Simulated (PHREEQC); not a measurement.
Make-up at 43 °C: 5.5 mmol/kgw Cu(NO3)2, 8.8 mmol/kgw HCl and 190 mmol/kgw KCl. It is in equilibrium with CO2 at log p = -3.4 (atm). Otherwise closed; pH follows from the charge balance.

Model: ion-association model, phreeqc.dat, run in PHREEQC.

Precipitation was switched off in this run.

### Question
What pH, specific conductance, activity of water does the model give?

### Answer
pH 2.16; specific conductance 37300 µS/cm; activity of water 0.993.

### Question
In which forms is Cu present?

### Answer
Cu+2 71 %, CuCl+ 27 %, CuCl2 1.6 % of the Cu.

At this temperature some constants are extrapolated from 25 °C, and those without enthalpy data are left unchanged.
